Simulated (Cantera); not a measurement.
Feed: 1 mol SiCl₄, 3.5 mol H₂, at 377 °C and 101000 Pa.

Equilibrium computed with Cantera from the NASA thermochemical tables; the gas is ideal and each condensed phase is pure. Candidate condensed phases: Si; 19 gas species. Kinetics and transport are ignored.

Base state: H₂ 0.774, SiCl₄ 0.219, HCl 0.00371, SiHCl₃ 0.00370 (mole fractions); condensed: gas only.

What changes in the equilibrium state with this change: temperature from 377 °C to 300 °C?


| species | before | after |
|---|---|---|
| H₂ | 0.774 | 0.776 |
| SiCl₄ | 0.219 | 0.221 |
| HCl | 0.00371 | 0.00156 |
| SiHCl₃ | 0.00370 | 0.00155 |

What changes in the equilibrium state with this change: temperature from 377 °C to 552 °C?


| species | before | after |
|---|---|---|
| H₂ | 0.774 | 0.764 |
| SiCl₄ | 0.219 | 0.208 |
| HCl | 0.00371 | 0.0141 |
| SiHCl₃ | 0.00370 | 0.0139 |
| SiCl₃ | 6.96e-8 | 1.79e-5 |
| SiH₂Cl₂ | 3.64e-6 | 7.87e-5 |
The tables' values for SiCl₃ are old estimates; treat these amounts as uncertain.
